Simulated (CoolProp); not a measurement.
A simple Rankine cycle with R227EA: condensing at 322.15 K, boiler at 2.24 MPa, turbine inlet 363.9 K, turbine efficiency 0.75, pump efficiency 0.8, no recuperator. Each further row changes one setting.

Values from CoolProp's reference Helmholtz-energy equation of state, Lemmon 2016.

```
case                             thermal efficiency (%)  net work (kJ/kg)  heat in (kJ/kg)  turbine exit temperature (K)  volume ratio over the turbine
-------------------------------  ----------------------  ----------------  ---------------  ----------------------------  -----------------------------
as stated                                           6.0              6.82              114                         332.8                           3.29
turbine inlet 383.9 K                               6.0              8.49              141                         358.8                           2.89
condensing temperature 314.15 K                     7.1              8.79              124                         327.9                           4.17
boiler pressure 1.57 MPa                            4.1              5.22              128                         349.2                           1.91
turbine efficiency 0.65                             5.0              5.74              114                         333.9                           3.31
```
